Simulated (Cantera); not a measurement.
An adiabatic, constant-pressure homogeneous reactor starts with H₂ : O₂ : N₂ = 1 : 0.278 : 1.04 (molar parts), equivalence ratio 1.8, at 1050 K and 5.70 bar. Integrator tolerance rtol = 1e-08.

Cantera simulation using GRI-Mech 3.0 (53 species, 325 reactions); the numbers are that mechanism's predictions, not measurements. The hydrogen kinetics of GRI-Mech 3.0 are dated; newer H2 mechanisms differ, most at raised pressure.

Task: What does this change do: 0.029 parts H2O added?

Result: 
```
quantity                                                            before                                    after
---------------------------------  ---------------------------------------  ---------------------------------------
time of steepest temperature rise                                  2.31 ms                                  2.56 ms
temperature at 0.400 s                                              2689 K                                   2667 K
equilibrium temperature                                             2689 K                                   2667 K
x(H₂) at 0.400 s                       0.213 (gas-phase equilibrium 0.213)      0.210 (gas-phase equilibrium 0.210)
x(O₂) at 0.400 s                   5.39e-5 (gas-phase equilibrium 5.39e-5)  4.97e-5 (gas-phase equilibrium 4.97e-5)
x(OH) at 0.400 s                   0.00335 (gas-phase equilibrium 0.00335)  0.00316 (gas-phase equilibrium 0.00316)
x(H₂O₂) at 0.400 s                 4.81e-8 (gas-phase equilibrium 4.81e-8)  4.61e-8 (gas-phase equilibrium 4.61e-8)
x(NO₂) at 0.400 s                  1.14e-8 (gas-phase equilibrium 1.14e-8)  1.03e-8 (gas-phase equilibrium 1.03e-8)
x(H₂O) at 0.400 s                      0.267 (gas-phase equilibrium 0.267)      0.277 (gas-phase equilibrium 0.277)
```

Task: What does this change do: O2 0.278 to 0.086 parts?

Result: 
```json
[
 {"quantity": "time of steepest temperature rise", "before": "2.31 ms", "after": "2.49 ms"},
 {"quantity": "temperature at 0.400 s", "before": "2689 K", "after": "1662 K"},
 {"quantity": "equilibrium temperature", "before": "2689 K", "after": "1662 K"},
 {"quantity": "x(H₂) at 0.400 s", "before": "0.213 (gas-phase equilibrium 0.213)", "after": "0.406 (gas-phase equilibrium 0.406)"},
 {"quantity": "x(O₂) at 0.400 s", "before": "5.39e-5 (gas-phase equilibrium 5.39e-5)", "after": "1.38e-12 (gas-phase equilibrium 1.39e-12)"},
 {"quantity": "x(OH) at 0.400 s", "before": "0.00335 (gas-phase equilibrium 0.00335)", "after": "2.67e-7 (gas-phase equilibrium 2.67e-7)"},
 {"quantity": "x(H₂O₂) at 0.400 s", "before": "4.81e-8 (gas-phase equilibrium 4.81e-8)", "after": "<1e-12 (gas-phase equilibrium <1e-12)"},
 {"quantity": "x(NO₂) at 0.400 s", "before": "1.14e-8 (gas-phase equilibrium 1.14e-8)", "after": "<1e-12 (gas-phase equilibrium <1e-12)"},
 {"quantity": "x(H₂O) at 0.400 s", "before": "0.267 (gas-phase equilibrium 0.267)", "after": "0.0843 (gas-phase equilibrium 0.0843)"}
]
```
